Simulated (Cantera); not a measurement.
A closed system holds: 1 mol Si₂Cl₆, 5.3 mol NH₃, 19 mol N₂, equilibrated at 1048 K and 180 Torr.

Method: chemical equilibrium by Gibbs-energy minimisation in Cantera with the NASA 1993 tables (ideal gas, pure condensed phases). Candidate condensed phases: NH₄Cl, Si, Si₃N₄; 28 gas species. The feed counts by its element totals alone. The numbers say what is thermodynamically allowed, not how fast it happens.

Question: What is the equilibrium state?

Answer: 
- x(N₂): 0.655
- x(H₂): 0.170
- x(HCl): 0.169
- x(SiCl₄): 0.00579
- x(SiHCl₃): 5.97e-5
- x(SiCl₃): 9.26e-6
- x(NH₃): 5.86e-6
- n(Si₃N₄(s)): 0.606 mol
- gas amount: 31.21 mol
- log10 activity of Si(s) (absent): -6.06
